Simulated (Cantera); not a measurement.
# Dilute partial oxidation

An isothermal, constant-pressure homogeneous reactor starts with 2.33 % CH4, 0.583 % O2, 97.1 % N2, equivalence ratio 8.0, at 1348 K and 9.87 atm.

Detailed kinetics in Cantera: GRI-Mech 3.0 (53 species, 325 reactions). GRI-Mech 3.0 stops at C3 and has no aromatics, soot or wall deposition, so with more carbon than oxygen in the feed, carbon stays in small species such as C2H2 where larger ones or solid carbon would form.

```json
[
 {"t (s)": "6.00e-6", "x CH4": "0.0233", "x O2": "0.00583", "x C2H6": "<1e-12", "x HO2": "4.61e-9", "x H": "3.29e-10", "x CH2": "<1e-12"},
 {"t (s)": "2.55e-5", "x CH4": "0.0233", "x O2": "0.00583", "x C2H6": "2.86e-11", "x HO2": "1.79e-8", "x H": "3.54e-10", "x CH2": "<1e-12"},
 {"t (s)": "0.000109", "x CH4": "0.0233", "x O2": "0.00583", "x C2H6": "2.89e-9", "x HO2": "5.08e-8", "x H": "4.46e-10", "x CH2": "<1e-12"},
 {"t (s)": "0.000463", "x CH4": "0.0233", "x O2": "0.00582", "x C2H6": "2.53e-7", "x HO2": "5.69e-8", "x H": "6.49e-10", "x CH2": "<1e-12"},
 {"t (s)": "0.00197", "x CH4": "0.0233", "x O2": "0.00582", "x C2H6": "3.90e-6", "x HO2": "5.55e-8", "x H": "8.38e-10", "x CH2": "1.92e-12"},
 {"t (s)": "0.00839", "x CH4": "0.0232", "x O2": "0.00580", "x C2H6": "2.22e-5", "x HO2": "7.71e-8", "x H": "1.49e-9", "x CH2": "3.35e-12"},
 {"t (s)": "0.0357", "x CH4": "0.0228", "x O2": "0.00563", "x C2H6": "0.000110", "x HO2": "1.41e-7", "x H": "5.98e-9", "x CH2": "1.71e-11"},
 {"t (s)": "0.152", "x CH4": "0.0191", "x O2": "0.00335", "x C2H6": "0.000239", "x HO2": "2.87e-7", "x H": "7.18e-8", "x CH2": "7.39e-10"},
 {"t (s)": "0.648", "x CH4": "0.0148", "x O2": "5.49e-5", "x C2H6": "1.80e-5", "x HO2": "3.80e-9", "x H": "5.10e-8", "x CH2": "6.04e-11"},
 {"t (s)": "2.76", "x CH4": "0.0131", "x O2": "9.15e-10", "x C2H6": "9.99e-6", "x HO2": "<1e-12", "x H": "5.49e-8", "x CH2": "6.11e-12"},
 {"t (s)": "11.7", "x CH4": "0.00949", "x O2": "<1e-12", "x C2H6": "6.35e-6", "x HO2": "<1e-12", "x H": "8.25e-8", "x CH2": "5.47e-12"},
 {"t (s)": "50.0", "x CH4": "0.00809", "x O2": "<1e-12", "x C2H6": "6.16e-6", "x HO2": "<1e-12", "x H": "1.00e-7", "x CH2": "5.15e-12"}
]
```
x: mole fraction; the columns are a selection and need not sum to one.

Equilibrium at this temperature and pressure: CH4 0.00460, O2 <1e-12, C2H6 1.12e-6, HO2 <1e-12, H 1.33e-7, CH2 1.00e-12 (gas phase only).
